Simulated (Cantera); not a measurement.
Cantera with NASA thermochemical tables; ideal gases at 1 bar, condensed phases pure. Values are per mole of reaction as written; species without (g) are pure solids or liquids, kept so even where they would boil at 1 bar.

Problem. Between 1750 and 2150 K, where is each reaction favourable under standard conditions?
- H₂O(g) + V₂O₄ = V₂O₅ + 2 H(g)

Solution. 
- H₂O(g) + V₂O₄ = V₂O₅ + 2 H(g): ΔG° is 379 kJ at 1750 K and 340 kJ at 2150 K; it stays positive (K < 1). ΔH° is 518 kJ and ΔS° 83 J/K at 2150 K.
